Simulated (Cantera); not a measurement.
An adiabatic, constant-volume homogeneous reactor starts with 2.50 % C3H8, 20.5 % O2, 77.0 % N2, at 1475 K and 1.00 bar.

Computed with Cantera and GRI-Mech 3.0 (53 species, 325 reactions). GRI-Mech 3.0 was tuned for natural gas; its chemistry of propane as a main component is partial and can be far from experiment.

x: mole fraction; the columns are a selection and need not sum to one.

```csv
t (s),T (K),P (bar),x C3H8,x O2,x C2H2,x CH2CO,x CH2
9.00e-6,1470,0.998,0.0243,0.205,1.29e-7,6.91e-7,6.74e-8
2.45e-5,1468,0.999,0.0221,0.203,3.27e-6,1.89e-5,3.03e-7
6.65e-5,1508,1.04,(withheld),0.193,(withheld),(withheld),(withheld)
0.000181,2661,1.90,<1e-12,0.0789,<1e-12,<1e-12,<1e-12
0.000492,2729,1.94,<1e-12,0.0768,<1e-12,<1e-12,<1e-12
0.00134,2720,1.93,<1e-12,0.0738,<1e-12,<1e-12,<1e-12
0.00364,2712,1.92,<1e-12,0.0709,<1e-12,<1e-12,<1e-12
0.00989,2710,1.92,<1e-12,0.0702,<1e-12,<1e-12,<1e-12
0.0269,2710,1.92,<1e-12,0.0702,<1e-12,<1e-12,<1e-12
0.0732,2710,1.92,<1e-12,0.0702,<1e-12,<1e-12,<1e-12
0.199,2710,1.92,<1e-12,0.0702,<1e-12,<1e-12,<1e-12
0.541,2710,1.92,<1e-12,0.0702,<1e-12,<1e-12,<1e-12
1.47,2710,1.92,<1e-12,0.0702,<1e-12,<1e-12,<1e-12
4.00,2710,1.92,<1e-12,0.0702,<1e-12,<1e-12,<1e-12
```

Problem. Some entries are withheld; supply them.

Solution. 
- 6.65e-5, x C3H8: 0.0118
- 6.65e-5, x C2H2: 0.000111
- 6.65e-5, x CH2CO: 0.000600
- 6.65e-5, x CH2: 2.01e-6
